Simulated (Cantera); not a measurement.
Feed: 1 mol LiOH, 4.7 mol H₂, at 1298 K and 0.390 bar.

These are equilibrium values from Cantera (NASA tables, ideal gas, pure condensed phases), not measurements of a reactor. Candidate condensed phases: H₂O, Li, LiH, LiOH, Li₂O; 17 gas species. Equilibrium is a limit: real reactors are often held back by kinetics, nucleation or transport.

Base state: H₂ 0.903, H₂O 0.0952, LiOH 0.00164, Li₂(OH)₂ 2.88e-5 (mole fractions); condensed: Li₂O(s).

What changes in the equilibrium state with this change: temperature from 1298 K to 1698 K?


| species | before | after |
|---|---|---|
| H₂ | 0.903 | 0.865 |
| LiOH | 0.00164 | 0.0639 |
| H₂O | 0.0952 | 0.0636 |
| Li₂O | 3.26e-8 | 0.000222 |
| Li | 5.00e-6 | 0.00645 |
| LiH | 2.36e-7 | 0.000193 |
| H | 1.63e-6 | 0.000215 |
| Li₂(OH)₂ | 2.88e-5 | 0.000200 |
| Li₂O(s), mol | 0.496 | 0.307 |
